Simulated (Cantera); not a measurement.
# Adiabatic ignition

An adiabatic, constant-pressure homogeneous reactor starts with 2.61 % CH4, 0.313 % C2H6, 12.6 % O2, 84.5 % N2, at 1675 K and 6150 Torr.

Detailed kinetics in Cantera: GRI-Mech 3.0 (53 species, 325 reactions).

| t (s) | T (K) | x CH4 | x C2H6 | x O2 | x H2 | x H2O2 |
|---|---|---|---|---|---|---|
| 3.00e-6 | 1674 | 0.0259 | 0.00290 | 0.126 | 4.32e-5 | 2.00e-7 |
| 9.76e-6 | 1684 | 0.0235 | 0.00208 | 0.124 | 0.00106 | 2.70e-6 |
| 3.18e-5 | 2234 | <1e-12 | <1e-12 | 0.0635 | 0.00131 | 3.80e-7 |
| 0.000103 | 2326 | <1e-12 | <1e-12 | 0.0624 | 0.000224 | 2.03e-7 |
| 0.000337 | 2327 | <1e-12 | <1e-12 | 0.0623 | 0.000204 | 2.02e-7 |
| 0.00110 | 2327 | <1e-12 | <1e-12 | 0.0622 | 0.000203 | 2.02e-7 |
| 0.00357 | 2325 | <1e-12 | <1e-12 | 0.0617 | 0.000202 | 2.00e-7 |
| 0.0116 | 2320 | <1e-12 | <1e-12 | 0.0606 | 0.000199 | 1.96e-7 |
| 0.0378 | 2312 | <1e-12 | <1e-12 | 0.0589 | 0.000193 | 1.90e-7 |
| 0.123 | 2309 | <1e-12 | <1e-12 | 0.0581 | 0.000191 | 1.87e-7 |
| 0.400 | 2309 | <1e-12 | <1e-12 | 0.0581 | 0.000191 | 1.87e-7 |
x: mole fraction; the columns are a selection and need not sum to one.

| Property | Value |
|---|---|
| time of steepest temperature rise | 20.5 µs |
| temperature at 0.400 s | 2309 K |
| equilibrium temperature | 2309 K |
| x(CH4) at 0.400 s | <1e-12 (gas-phase equilibrium <1e-12) |
| x(C2H6) at 0.400 s | <1e-12 (gas-phase equilibrium <1e-12) |
| x(O2) at 0.400 s | 0.0581 (gas-phase equilibrium 0.0581) |
